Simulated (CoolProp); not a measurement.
Vapour-liquid equilibrium of n-heptane (1) + n-dodecane (2) at 181.05 °C; x and y are mole fractions of (1).

Values from CoolProp's multi-fluid Helmholtz-energy mixture model, Span 2003 and Lemmon 2004; pair parameters Bell 2016.

| x | bubble pressure, mixture model (MPa) | bubble pressure, Raoult's law (MPa) | y, mixture model | y, Raoult's law |
|---|---|---|---|---|
| 0.05 | 0.06621 | 0.07326 | ? | 0.477 |
| 0.15 | ? | 0.1391 | 0.701 | 0.753 |
| 0.25 | ? | 0.2048 | 0.816 | 0.852 |
| 0.35 | 0.2442 | 0.2706 | 0.876 | 0.903 |
| 0.45 | ? | 0.3364 | ? | 0.934 |
| 0.55 | 0.3748 | 0.4022 | 0.939 | 0.955 |
| 0.65 | 0.4421 | 0.4680 | ? | 0.970 |
| 0.75 | 0.5110 | 0.5338 | 0.972 | 0.981 |
| 0.85 | 0.5826 | 0.5996 | 0.984 | 0.990 |
| 0.95 | 0.6582 | 0.6654 | 0.995 | 0.997 |

Task: Some entries are withheld; supply them.

Result: 
- 0.05, y, mixture model: 0.408
- 0.15, bubble pressure, mixture model (MPa): 0.1219
- 0.25, bubble pressure, mixture model (MPa): 0.1816
- 0.45, bubble pressure, mixture model (MPa): 0.3088
- 0.45, y, mixture model: 0.914
- 0.65, y, mixture model: 0.957

The largest gap from Raoult's law is -12.4 % in bubble pressure, at x = 0.15. No azeotrope shows between x = 0.05 and 0.95.

The pair parameters rest on a limited set of measurements; away from them the model extrapolates.
